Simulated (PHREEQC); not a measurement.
Dissolve 0.0039 mol/kgw Cu(NO3)2, 0.00011 mol/kgw HBF4 and 4.7e-05 mol/kgw FeCl3 at 25 °C. Closed to the air; pH follows from the charge balance.

All values are PHREEQC results (ion-association model, phreeqc.dat), not measurements.

Q: The ionic strength comes out as 0.0121 mol/kgw. What activity coefficients do CuF+, Cu+2, H+, Cl-, FeF2+ get?

A: CuF+ 0.89, Cu+2 0.65, H+ 0.91, Cl- 0.89, FeF2+ 0.90.

No solid was allowed to form. The solution is supersaturated, for example in Hematite (slow to form), Goethite (slow to form), so a real one may precipitate; this is no full list. Real BF4- forms and hydrolyses slowly; the run takes it at equilibrium. Fluoro complexes past AlF4- and FeF3 are missing from the database.
